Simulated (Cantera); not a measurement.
What does this Cantera script print?

```python
import numpy as np
import cantera as ct

gas = ct.Solution("gri30.yaml")
gas.TPX = 325, 790000, {'CH4': 1, 'C2H6': 0.039, 'O2': 1.42, 'N2': 5.36}
inlet = ct.Reservoir(gas, clone=True)
gas.equilibrate("HP")  # start burning
reactor = ct.IdealGasConstPressureReactor(gas, energy="on", clone=False)
exhaust = ct.Reservoir(gas, clone=True)
tau = [0.37, 0.13, 0.043, 0.015, 0.005, 0.0017, 0.00058, 0.0002, 6.7e-05, 2.3e-05, 7.8e-06][0]
for a, b in ((inlet, reactor), (reactor, exhaust)):
    ct.MassFlowController(a, b, mdot=lambda t: reactor.mass / tau)
net = ct.ReactorNet([reactor])
show = ['CH4', 'C2H6', 'O2', 'N2O', 'NO']

rows = []
print(f"{'tau/s':>10s}{'T/K':>9s}" + "".join(f"{s:>11s}" for s in show))
for tau in [0.37, 0.13, 0.043, 0.015, 0.005, 0.0017, 0.00058, 0.0002, 6.7e-05, 2.3e-05, 7.8e-06]:
    net.initial_time = 0.0
    net.advance(30 * tau)
    before = gas.X
    net.advance(40 * tau)
    drift = np.max(np.abs(gas.X - before) / (gas.X + 1e-9))
    rows.append([gas.T, *gas[show].X, drift])
    print(f"{tau:10.3e}{gas.T:9.1f}" + "".join(f"{x:11.3e}" for x in gas[show].X))
```

Output:

```
     tau/s      T/K        CH4       C2H6         O2        N2O         NO
 3.700e-01   1926.8  1.142e-03  1.866e-07  3.832e-05  7.385e-10  7.050e-06
 1.300e-01   1932.6  2.159e-03  7.170e-07  1.024e-04  9.972e-10  7.185e-06
 4.300e-02   1940.4  3.637e-03  2.426e-06  2.812e-04  1.507e-09  6.281e-06
 1.500e-02   1946.4  5.340e-03  6.782e-06  7.141e-04  2.762e-09  5.125e-06
 5.000e-03   1945.3  7.365e-03  1.869e-05  1.830e-03  6.101e-09  3.800e-06
 1.700e-03   1925.3  9.757e-03  5.268e-05  4.552e-03  1.489e-08  2.327e-06
 5.800e-04   1846.2  1.416e-02  2.028e-04  1.290e-02  4.562e-08  7.270e-07
 2.000e-04    325.0  1.279e-01  4.988e-03  1.816e-01  6.208e-22  1.339e-22
 6.700e-05    325.0  1.279e-01  4.988e-03  1.816e-01  4.858e-25  1.048e-25
 2.300e-05    325.0  1.279e-01  4.988e-03  1.816e-01  3.069e-26  6.617e-27
 7.800e-06    325.0  1.279e-01  4.988e-03  1.816e-01  1.938e-27  4.180e-28
```

Model: GRI-Mech 3.0 (53 species, 325 reactions), integrated in Cantera.
